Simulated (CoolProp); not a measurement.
Computed with CoolProp (reference Helmholtz-energy equation of state, Thol 2016).

**Question.** For hexamethyldisiloxane (MM), give the phase and the Z, cp (kJ/(kg K)), speed of sound (m/s), isothermal compressibility (1/MPa) at 51.95 °C and 10.5 bar; 107.15 °C and 10.5 bar.

**Answer.** 
- 51.95 °C and 10.5 bar: liquid; Z 0.0861, cp 1.97, speed of sound 792, isothermal compressibility 0.00266
- 107.15 °C and 10.5 bar: liquid; Z 0.0805, cp 2.13, speed of sound 610, isothermal compressibility 0.00489
